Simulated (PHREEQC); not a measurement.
A column of 0.5 m (40 cells, dispersivity 0.018 m, 720 s a shift, diffusion coefficient 3e-10 m²/s) holds 0.077 eq of the database's cation exchanger X per kg of pore water, first in equilibrium with 1.3 mmol/kgw CdCl2, 11 mmol/kgw CaCl2 and 0.01 mmol/kgw HCl. It is flushed with 53 mmol/kgw LiCl, 6.3 mmol/kgw SrCl2 and 0.01 mmol/kgw HCl, at 15 °C. Values are for the last cell. The system is closed to CO2. No solid was allowed to form.

The numbers come from PHREEQC with the ion-association model, phreeqc.dat.

```csv
pore volumes,Li in solution (mol/kgw),Sr in solution (mol/kgw),Cd in solution (mol/kgw),Ca in solution (mol/kgw),Cl in solution (mol/kgw),CaX2 on the exchanger (mol/kgw),LiX on the exchanger (mol/kgw)
0,0,0,0.00130,0.0110,0.0246,0.0363,0
0.3125,1.29e-9,0,0.00130,0.0110,0.0246,0.0363,3.15e-10
0.6125,0.000348,0,0.00141,0.0116,0.0263,0.0363,8.25e-5
0.9125,0.00907,3.07e-11,0.00210,0.0142,0.0417,0.0355,0.00192
1.062,0.0180,7.72e-10,0.00222,0.0142,0.0509,0.0347,0.00378
1.363,0.0345,2.60e-8,0.00174,0.0118,0.0616,0.0331,0.00776
1.663,0.0441,1.66e-7,0.00114,0.00920,0.0648,0.0319,0.0110
1.962,0.0488,5.93e-7,0.000749,0.00756,0.0655,0.0310,0.0133
2.263,0.0512,1.75e-6,0.000501,0.00666,0.0656,0.0305,0.0147
2.413,0.0520,2.92e-6,0.000411,0.00640,0.0656,0.0303,0.0152
2.712,0.0528,7.90e-6,0.000271,0.00611,0.0656,0.0302,0.0157
3.013,0.0532,2.04e-5,0.000171,0.00600,0.0656,0.0301,0.0160
3.312,0.0534,4.94e-5,0.000103,0.00596,0.0656,0.0300,0.0160
3.612,0.0534,0.000110,5.90e-5,0.00592,0.0656,0.0297,0.0160
3.913,0.0534,0.000222,3.22e-5,0.00583,0.0656,0.0290,0.0160
4.213,0.0534,0.000409,1.69e-5,0.00566,0.0656,0.0279,0.0159
4.362,0.0534,0.000539,1.20e-5,0.00555,0.0656,0.0271,0.0158
4.662,0.0534,0.000879,5.96e-6,0.00522,0.0656,0.0251,0.0157
4.963,0.0534,0.00133,2.85e-6,0.00479,0.0656,0.0225,0.0155
```

Complexes and solids missing from the database can't appear.
